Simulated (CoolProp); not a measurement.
Computed with CoolProp (reference Helmholtz-energy equation of state, Thol 2016).

Problem. Give the vapour pressure (MPa), liquid density (kg/m³), vapour Z, vapour viscosity (µPa s) of saturated R1234ze(E) at 253 K.

Solution. 
| T (K) | p (MPa) | liquid density (kg/m³) | vapour Z | vapour viscosity (µPa s) |
|---|---|---|---|---|
| 253 | 0.0962 | 1300 | 0.960 | 10.4 |

Viscosity comes from a separate model (Bell 2016), an estimate that may be off by 10 % or more.
